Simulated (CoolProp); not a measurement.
Saturated liquid density (kg/m³) of nitrous oxide: the reference equation beside estimates from Tc = 309.5 K, pc = 72.45 bar, ω = 0.161. Rackett uses Z = 0.29056 − 0.08775 ω.

Model: reference Helmholtz-energy equation of state, Lemmon 2006, in CoolProp. It is a short technical equation, of lower accuracy than the large ones.

| T (K) | reference | Rackett | Redlich-Kwong |
|---|---|---|---|
| 210 | 1153 | 1136 | 1048 |
| 219.2 | 1123 | 1107 | 1016 |
| 228.5 | 1091 | [?] | 981.7 |
| 237.8 | 1058 | 1045 | 944.6 |
| 247 | 1023 | [?] | 905.1 |
| 256.3 | 984.9 | 975.5 | 861.8 |
| 265.6 | 943.7 | [?] | 814.3 |
| 274.9 | 898.1 | 891.6 | 761.5 |
| 284.1 | 846.4 | 841.3 | [?] |
| 293.4 | 783.2 | 779.1 | 630.3 |
| 302.7 | 693.9 | 690.7 | 535.3 |

### Question
Some entries are withheld; supply them.

### Answer

- 228.5, Rackett: 1077
- 247, Rackett: 1012
- 265.6, Rackett: 935.8
- 284.1, Redlich-Kwong: 701.9

Absolute difference from the reference over all 11 rows, mean and median: Rackett 1.0 and 1.0 %, Redlich-Kwong 13.8 and 12.5 %.
